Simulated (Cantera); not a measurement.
Input: 1 mol HMDSO, 19 mol NO, 12 mol O2, held at 950 °C and 750 Torr.

Method: chemical equilibrium by Gibbs-energy minimisation in Cantera with the NASA 1993 tables (ideal gas, pure condensed phases). Candidate condensed phases: C, C6H6, C7H8, C8H18, H2O, Si, SiC, SiO2, Si2N2O, Si3N4; 151 gas species. The feed counts by its element totals alone. The tables hold silica as quartz up to 1696 K and as liquid above; real silica turns to tridymite and cristobalite and melts near 1996 K. Gases not in the tables: Si(OH)4. Kinetics and transport are ignored.

Base state: N2 0.279, O2 0.279, H2O 0.265, CO2 0.176, NO 0.000160 (mole fractions); condensed: SiO2(β-quartz).

What changes in the equilibrium state with this change: HMDSO replaced by SiF4?


| species | before | after |
|---|---|---|
| O2 | 0.279 | 0.672 |
| N2 | 0.279 | 0.297 |
| SiF4 | 0 | 0.0313 |
| H2O | 0.265 | 0 |
| CO2 | 0.176 | 0 |
| NO | 0.000160 | 0.000255 |
| SiO2(β-quartz), mol | 2.00 | 0 |

What changes in the equilibrium state with this change: HMDSO replaced by Si2H6?


| species | before | after |
|---|---|---|
| O2 | 0.279 | 0.590 |
| N2 | 0.279 | 0.311 |
| H2O | 0.265 | 0.0984 |
| CO2 | 0.176 | 0 |
| NO | 0.000160 | 0.000245 |
| SiO2(β-quartz), mol | 2.00 | 2.00 |
